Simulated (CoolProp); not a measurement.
Saturation properties of n-perfluorobutane (Tc = 113.2 °C, pc = 2322 kPa, ω = 0.372).

The numbers come from the reference Helmholtz-energy equation of state, Gao 2022 in CoolProp.

| T (°C) | p (kPa) | liquid density (kg/m³) | vapour density (kg/m³) | enthalpy of vaporisation (kJ/kg) | liquid cp (kJ/(kg K)) |
|---|---|---|---|---|---|
| 14.05 | 185.2 | ? | 19.95 | 92.12 | 1.128 |
| 19.75 | 225.0 | 1516 | 24.07 | 90.08 | 1.137 |
| 25.45 | 271.1 | 1494 | 28.84 | 87.96 | 1.146 |
| 31.25 | 325.0 | 1471 | 34.46 | 85.71 | 1.157 |
| 36.95 | ? | 1447 | 40.81 | 83.41 | 1.168 |
| 42.65 | 454.0 | 1423 | 48.12 | 81.01 | 1.181 |
| 48.35 | 531.3 | 1397 | 56.51 | 78.47 | 1.195 |
| 54.15 | 619.7 | 1370 | 66.33 | 75.75 | 1.211 |
| 59.85 | 716.9 | 1342 | 77.46 | 72.89 | 1.230 |
| 65.55 | 825.1 | 1312 | 90.34 | 69.84 | 1.252 |
| 71.35 | ? | 1280 | 105.6 | 66.47 | 1.279 |
| 77.05 | 1081 | 1245 | 123.3 | 62.85 | 1.313 |

### Question
Complete the blanks.

### Answer

- 14.05, liquid density (kg/m³): 1537
- 36.95, p (kPa): 385.5
- 71.35, p (kPa): 947.5

It boils at -2.0 °C under 1 atm.
